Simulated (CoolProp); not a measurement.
CH3F (R41) along the isobar 0.565 MPa: Z from the reference equation and from simpler models built on Tc = 317.3 K, pc = 5.906 MPa, ω = 0.200; each cubic takes its own stable root.

Model: reference Helmholtz-energy equation of state, Lemmon 2006, in CoolProp. It is a short technical equation, of lower accuracy than the large ones.

```
T (K)  phase  reference
-----  -----  ---------
266.1    gas     0.9282
280.3    gas     0.9407
294.5    gas     0.9503
308.7    gas     0.9578
322.9    gas     0.9638
337      gas     0.9687
351.2    gas     0.9728
365.4    gas     0.9762
379.6    gas     0.9791
393.8    gas     0.9816
```

How far does each simpler model (Pitzer virial, Peng-Robinson) lie from the reference over these 10 states: mean and median of the absolute difference, and the worst?


- Pitzer virial: mean 0.6 %, median 0.5 %, worst +1.3 % at 266.1 K and 0.565 MPa
- Peng-Robinson: mean 0.2 %, median 0.1 %, worst +0.9 % at 266.1 K and 0.565 MPa
